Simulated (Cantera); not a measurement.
Charge: 1 mol CuO, 0.55 mol F2, at 1873.15 K and 2.40 Torr.

These are equilibrium values from Cantera (NASA tables, ideal gas, pure condensed phases), not measurements of a reactor. Candidate condensed phases: Cu, CuF2, CuO, Cu2O; 13 gas species. Rates play no part.

Base state: CuF 0.605, O2 0.323, CuF2 0.0415, F 0.0258, Cu 0.00245, O 0.00238 (mole fractions); condensed: gas only.

Question: What changes in the equilibrium state with this change: temperature from 1873.15 K to 1050 K?

Answer: 
| species | before | after |
|---|---|---|
| O2 | 0.323 | 0.982 |
| CuF2 | 0.0415 | 0.0159 |
| CuF | 0.605 | 0.00197 |
| F | 0.0258 | 1.30e-7 |
| Cu | 0.00245 | <1e-9 |
| O | 0.00238 | 1.17e-8 |
| CuF2(s), mol | 0 | 0.545 |
| CuO(s), mol | 0 | 0.450 |
Mutual solubility and eutectic melting of coexisting phases are not modelled.

Question: What changes in the equilibrium state with this change: temperature from 1873.15 K to 1523 K?

Answer: 
```
species   before     after
-------  -------  --------
CuF        0.605     0.599
O2         0.323     0.333
CuF2      0.0415    0.0667
F         0.0258  0.000288
O        0.00238   5.63e-5
Cu       0.00245  0.000345
```
